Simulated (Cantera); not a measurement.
A perfectly stirred reactor is fed with 5.10 % CH4, 0.245 % C2H6, 2.86 % C3H8, 15.8 % O2, 59.7 % N2, 16.3 % H2O, equivalence ratio 1.6, at 5.00 bar; it is adiabatic with a 475 K inlet, and is followed from long to short residence time, starting on the burning branch (τ in s: 0.19, 0.1, 0.054, 0.028, 0.015, 0.008, 0.0043, 0.0023, 0.0012, 0.00064, 0.00034, 0.00018, 9.6e-05).

Computed with Cantera and GRI-Mech 3.0 (53 species, 325 reactions). GRI-Mech 3.0 was tuned for natural gas; its chemistry of propane as a main component is partial and can be far from experiment.

x: mole fraction; the columns are a selection and need not sum to one.

| τ (s) | T (K) | x CH4 | x C2H6 | x C3H8 | x HCO | x NO | x N2O | x H2O |
|---|---|---|---|---|---|---|---|---|
| 0.19 | 1795 | 0.00464 | 2.65e-6 | 4.43e-7 | 1.31e-8 | 6.35e-7 | 5.02e-10 | 0.260 |
| 0.10 | 1800 | 0.00562 | 4.74e-6 | 7.99e-7 | 1.55e-8 | 6.42e-7 | 8.24e-10 | 0.263 |
| 0.054 | 1803 | 0.00652 | 8.05e-6 | 1.42e-6 | 1.97e-8 | 6.33e-7 | 1.34e-9 | 0.266 |
| 0.028 | 1803 | 0.00738 | 1.39e-5 | 2.65e-6 | 2.77e-8 | 6.03e-7 | 2.26e-9 | 0.269 |
| 0.015 | 1799 | 0.00807 | 2.32e-5 | 4.89e-6 | 4.16e-8 | 5.52e-7 | 3.73e-9 | 0.272 |
| 0.0080 | 1790 | 0.00865 | 3.88e-5 | 9.32e-6 | 6.67e-8 | 4.78e-7 | 6.20e-9 | 0.274 |
| 0.0043 | 1773 | 0.00917 | 6.52e-5 | 1.83e-5 | 1.12e-7 | 3.84e-7 | 1.03e-8 | 0.275 |
| 0.0023 | 1744 | 0.00988 | 0.000115 | 3.90e-5 | 2.00e-7 | 2.68e-7 | 1.77e-8 | 0.275 |
| 0.0012 | 1684 | ? | ? | ? | ? | ? | ? | 0.274 |
| 0.00064 | 475 | 0.0510 | 0.00245 | 0.0286 | <1e-12 | <1e-12 | <1e-12 | 0.163 |
| 0.00034 | 475 | 0.0510 | 0.00245 | 0.0286 | <1e-12 | <1e-12 | <1e-12 | 0.163 |
| 0.00018 | 475 | 0.0510 | 0.00245 | 0.0286 | <1e-12 | <1e-12 | <1e-12 | 0.163 |
| 9.6e-5 | 475 | 0.0510 | 0.00245 | 0.0286 | <1e-12 | <1e-12 | <1e-12 | 0.163 |

Task: What belongs in the gaps?

Result: 
- 0.0012, x CH4: 0.0114
- 0.0012, x C2H6: 0.000237
- 0.0012, x C3H8: 0.000105
- 0.0012, x HCO: 4.11e-7
- 0.0012, x NO: 1.30e-7
- 0.0012, x N2O: 3.39e-8
